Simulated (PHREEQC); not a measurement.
Dissolve 1.1 mol/kgw MgSO4, 0.061 mol/kgw Na2SO4 and 0.12 mol/kgw MgCl2 at 70 °C. Closed to the air; pH follows from the charge balance.

Computed with PHREEQC (Pitzer model, pitzer.dat).

| quantity | before | after |
|---|---|---|
| MgOH+ (mol/kgw) | 1.23e-5 | 6.47e-7 |
| HSO4- (mol/kgw) | 1.11e-5 | 6.81e-7 |
| SI of Hexahydrite (MgSO4:6H2O) | -1.06 | -3.08 |
| SI of Epsomite (MgSO4:7H2O) | -1.16 | -3.17 |

**Question.** What was changed between the two runs?
(A) MgSO4 left out
(B) diluted 100-fold with water
(C) temperature from 70 to 15 °C
(D) Na2SO4 from 0.061 to 0.0122 mol/kgw

**Answer.** B, diluted 100-fold with water

Precipitation was switched off in this run. Constants without temperature data keep their 25 °C values here.
